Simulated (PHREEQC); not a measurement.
## Leach liquor: speciation

Dissolve 98 mmol/kgw H2SO4 and 170 mmol/kgw FeSO4 at 20 °C. Closed to the air; pH follows from the charge balance.

The numbers come from PHREEQC with the ion-association model, wateq4f.dat.

The pH is 1.32 and the ionic strength is 0.424 mol/kgw. The activity of water is 0.993 and the total alkalinity comes out as -196 meq/kg.

```csv
species,molality,activity,log γ
HSO4-,0.106,0.0723,-0.168
Fe+2,0.0859,0.0227,-0.578
SO4-2,0.0774,0.0171,-0.654
H+,0.0626,0.0483,-0.113
FeSO4,0.0572,0.0631,0.042
FeHSO4+,0.0269,0.0197,-0.135
```

No solid was allowed to form.
